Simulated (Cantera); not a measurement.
Source: NASA polynomial tables (part measured, part estimated), evaluated in Cantera. Values are per mole of reaction as written; species without (g) are pure solids or liquids, kept so even where they would boil at 1 bar.

Ca(OH)2 = 2 OH(g) + Ca, with ΔH° = 1064.8 kJ and ΔS° = 326.6 J/K at 300 K.

Task: How far is the shortcut ΔG° ≈ ΔH°(300 K) − T·ΔS°(300 K) from the full temperature-dependent value at 448, 498, 548, 598, 648, 698, 748, 798, 848, 898 K?

Result: 
```tsv
T (K)	shortcut (kJ)	full (kJ)	difference (kJ)	difference in log10 K
448	918.5	918.7	-0.2	0.03
498	902.2	902.6	-0.5	0.05
548	885.8	886.6	-0.8	0.07
598	869.5	870.6	-1.1	0.10
648	853.2	854.8	-1.6	0.13
698	836.8	839.0	-2.1	0.16
748	820.5	823.2	-2.7	0.19
798	804.2	807.5	-3.3	0.22
848	787.9	791.8	-4.0	0.25
898	771.5	776.3	-4.7	0.28
```
The shortcut ignores the heat-capacity change of the reaction.
